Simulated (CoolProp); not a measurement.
Vapour-liquid equilibrium of n-hexane (1) + ethylbenzene (2) at 1.05 bar; x and y are mole fractions of (1).

Computed with CoolProp (multi-fluid Helmholtz-energy mixture model, Thol 2019 and Zhou 2012; pair parameters Bell 2016).

| x | bubble temperature (K) | y at the bubble point | dew temperature at overall composition x (K) | liquid density (mol/L) |
|---|---|---|---|---|
| 0.05 | 400.6 | ? | 408.9 | 7.206 |
| 0.15 | ? | 0.567 | 405.3 | 7.274 |
| 0.25 | 375.7 | ? | 401.4 | 7.300 |
| 0.35 | 368.3 | 0.803 | 397.1 | 7.302 |
| 0.45 | 362.5 | 0.859 | 392.3 | 7.289 |
| 0.55 | ? | 0.898 | 386.9 | 7.266 |
| 0.65 | 354.0 | 0.928 | 380.6 | ? |
| 0.75 | 350.5 | 0.952 | 373.0 | 7.202 |
| 0.85 | 347.4 | 0.973 | 363.5 | 7.165 |
| 0.95 | 344.4 | 0.991 | ? | 7.125 |

Task: Some entries are withheld; supply them.

Result: 
- 0.05, y at the bubble point: 0.269
- 0.15, bubble temperature (K): 385.8
- 0.25, y at the bubble point: 0.717
- 0.55, bubble temperature (K): 357.9
- 0.65, liquid density (mol/L): 7.237
- 0.95, dew temperature at overall composition x (K): 350.9

No azeotrope shows between x = 0.05 and 0.95.

Pair parameters are fitted to limited data, so mixtures are less certain than the pure fluids.
